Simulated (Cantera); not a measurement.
Cantera run:

```python
import numpy as np
import cantera as ct

gas_names = """
    H2S OH
""".split()
cond_names = """
    FeSO4(s) S(cr1) S(cr2) S(L) FeS2(s)
""".split()


# ... load() reads the species with a 1 bar reference pressure and builds the phases ...
species = {s.name: s for s in load("nasa_gas.yaml", gas_names) + load("nasa_condensed.yaml", cond_names)}
# Each term lists the table entries of one substance; the one whose range holds T is used.
reactions = {
    '2 H2S(g) + FeSO4 = S + 4 OH(g) + FeS2':
        [(-2, ['H2S']), (-1, ['FeSO4(s)']), (1, ['S(cr1)', 'S(cr2)', 'S(L)']), (4, ['OH']), (1, ['FeS2(s)'])],
}


def pick(names, T):
    return next(species[n] for n in names if species[n].thermo.min_temp <= T <= species[n].thermo.max_temp)


results = []
for label, terms in reactions.items():
    print(label)
    print("     T/K   dH/kJ  dS/(J/K)   dG/kJ   log10 K")
    for T in [350, 375, 400, 425, 450, 475, 500, 525, 550]:
        used = [(nu, pick(names, T)) for nu, names in terms]
        dH = sum(nu * s.thermo.h(T) for nu, s in used) / 1e6
        dS = sum(nu * s.thermo.s(T) for nu, s in used) / 1e3
        dG = dH - T * dS / 1e3
        logK = -dG * 1e6 / (ct.gas_constant * T * np.log(10))
        results.append((label, T, dH, dS, dG, logK, [s.name for _, s in used]))
        print(f"{T:8g} {dH:8.1f} {dS:8.1f} {dG:8.1f} {logK:8.2f}")
```

It prints:

```
2 H2S(g) + FeSO4 = S + 4 OH(g) + FeS2
     T/K   dH/kJ  dS/(J/K)   dG/kJ   log10 K
     350    957.4    292.7    855.0  -127.59
     375    958.5    295.7    847.6  -118.06
     400    961.0    302.1    840.1  -109.71
     425    961.8    304.1    832.6  -102.32
     450    962.6    306.0    824.9   -95.75
     475    963.4    307.7    817.3   -89.87
     500    964.2    309.2    809.6   -84.57
     525    964.8    310.5    801.8   -79.77
     550    965.4    311.5    794.0   -75.41
```

Cantera with NASA thermochemical tables; ideal gases at 1 bar, condensed phases pure. Condensed species are held in their standard states even where they would react or evaporate.
